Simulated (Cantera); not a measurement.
A perfectly stirred reactor is fed with CH4 : N2 = 1 : 120 (molar parts), at 100.0 Torr; it is held at 1775 K, and followed from long to short residence time.

Model: GRI-Mech 3.0 (53 species, 325 reactions), integrated in Cantera. GRI-Mech 3.0 stops at C3 and has no aromatics, soot or wall deposition, so with more carbon than oxygen in the feed, carbon stays in small species such as C2H2 where larger ones or solid carbon would form.

**Question.** What does this change do: temperature 1775 to 1500 K?

**Answer.** 
```csv
quantity,before,after
x(CH4) at τ = 1.90 s,0.000423,0.00513
x(CH2) at τ = 1.90 s,2.64e-7,1.13e-8
x(C2H) at τ = 1.90 s,1.66e-7,1.11e-9
x(C2H2) at τ = 1.90 s,0.00379,0.00145
x(H2) at τ = 1.90 s,0.0116,0.00453
x(CH4) at τ = 24.0 ms,0.00476,0.00824
x(CH2) at τ = 24.0 ms,7.25e-7,1.03e-9
x(C2H) at τ = 24.0 ms,4.62e-8,<1e-12
x(C2H2) at τ = 24.0 ms,0.00139,1.92e-7
x(H2) at τ = 24.0 ms,0.00471,1.26e-5
```

**Question.** What does this change do: pressure from 100.0 Torr to 5.03 Torr?

**Answer.** 
```csv
quantity,before,after
x(CH4) at τ = 1.90 s,0.000423,0.00209
x(CH2) at τ = 1.90 s,2.64e-7,8.00e-7
x(C2H) at τ = 1.90 s,1.66e-7,1.19e-7
x(C2H2) at τ = 1.90 s,0.00379,0.00291
x(H2) at τ = 1.90 s,0.0116,0.00893
x(CH4) at τ = 24.0 ms,0.00476,0.00817
x(CH2) at τ = 24.0 ms,7.25e-7,4.83e-8
x(C2H) at τ = 24.0 ms,4.62e-8,1.50e-10
x(C2H2) at τ = 24.0 ms,0.00139,1.57e-6
x(H2) at τ = 24.0 ms,0.00471,5.29e-5
```
Radical loss at walls, strong at low pressure, is not modelled.
